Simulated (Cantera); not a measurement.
A Cantera script and what it prints.

```python
import numpy as np
import cantera as ct

gas_names = """
    N NO NO2 NO3 N2 N2O O O2 O3 Si SiN SiO SiO2 Si2 Si2N Si3
""".split()
cond_names = """
    Si(cr) Si(L) SiO2(Lqz) SiO2(hqz) SiO2(L) Si2N2O(s) Si3N4(a)
""".split()


# ... load() reads the species with a 1 bar reference pressure and builds the phases ...
atoms = {
    'Si': {'Si': 1},
    'N2O': {'N': 2, 'O': 1},
    'N2': {'N': 2},
}
top_T = {'Si2N2O(s)': 2100, 'Si3N4(a)': 2400}  # K; cautious upper limits of use, not melting points


# ... equilibrate(T, P, feed) seeds the gas with the atoms and calls Mixture.equilibrate('TP', solver="vcs", rtol=1e-11, max_steps=5000) ...
results = []
feed = {'Si': 1, 'N2O': 0.31, 'N2': 1.8}  # mol
P = 580  # Pa
for T in [1100, 1200, 1300, 1400, 1500, 1600, 1700, 1800, 1900, 2000, 2100]:
    mix = equilibrate(T, P, feed)
    results.append((T, P, feed, dict(zip(mix.species_names, mix.species_moles))))
    x = sorted(zip(gas.X, gas.species_names), reverse=True)
    print(f"T = {T:g} K  P = {P:g} Pa  gas = {mix.phase_moles(0):.4g} mol")
    print("   x: " + "  ".join(f"{s} {v:.3e}" for v, s in x if v > 0.0001))
    print("   condensed (mol): " + ("  ".join(f"{mix.phase(i).name} {mix.phase_moles(i):.4g}"
          for i in range(1, mix.n_phases) if mix.phase_moles(i) > 1e-12) or "none"))
```

Output:

```
T = 1100 K  P = 580 Pa  gas = 1.547 mol
   x: N2 1.000e+00
   condensed (mol): Si2N2O(s) 0.31  Si3N4(a) 0.1267
T = 1200 K  P = 580 Pa  gas = 1.547 mol
   x: N2 1.000e+00
   condensed (mol): Si2N2O(s) 0.31  Si3N4(a) 0.1267
T = 1300 K  P = 580 Pa  gas = 1.547 mol
   x: N2 1.000e+00
   condensed (mol): Si2N2O(s) 0.31  Si3N4(a) 0.1267
T = 1400 K  P = 580 Pa  gas = 1.547 mol
   x: N2 1.000e+00
   condensed (mol): Si2N2O(s) 0.31  Si3N4(a) 0.1267
T = 1500 K  P = 580 Pa  gas = 1.547 mol
   x: N2 1.000e+00
   condensed (mol): Si2N2O(s) 0.31  Si3N4(a) 0.1267
T = 1600 K  P = 580 Pa  gas = 1.548 mol
   x: N2 9.995e-01  SiO 5.404e-04
   condensed (mol): Si2N2O(s) 0.3092  Si3N4(a) 0.1269
T = 1700 K  P = 580 Pa  gas = 1.561 mol
   x: N2 9.931e-01  SiO 6.867e-03
   condensed (mol): Si2N2O(s) 0.2993  Si3N4(a) 0.1302
T = 1800 K  P = 580 Pa  gas = 2.223 mol
   x: N2 9.045e-01  SiO 9.491e-02  Si 5.475e-04
   condensed (mol): Si(L) 0.5896  Si2N2O(s) 0.09898
T = 1900 K  P = 580 Pa  gas = 2.425 mol
   x: N2 8.699e-01  SiO 1.278e-01  Si 2.174e-03
   condensed (mol): Si(L) 0.6841
T = 2000 K  P = 580 Pa  gas = 2.439 mol
   x: N2 8.650e-01  SiO 1.271e-01  Si 7.507e-03  Si2N 1.818e-04  SiN 1.384e-04
   condensed (mol): Si(L) 0.67
T = 2100 K  P = 580 Pa  gas = 2.479 mol
   x: N2 8.508e-01  SiO 1.251e-01  Si 2.300e-02  Si2N 4.024e-04  SiN 3.352e-04  Si2 2.997e-04
   condensed (mol): Si(L) 0.6282
```

Equilibrium computed with Cantera from the NASA thermochemical tables; the gas is ideal and each condensed phase is pure. Mutual solubility and eutectic melting of coexisting phases are not modelled. The tables' values for SiN are old estimates; treat these amounts as uncertain.
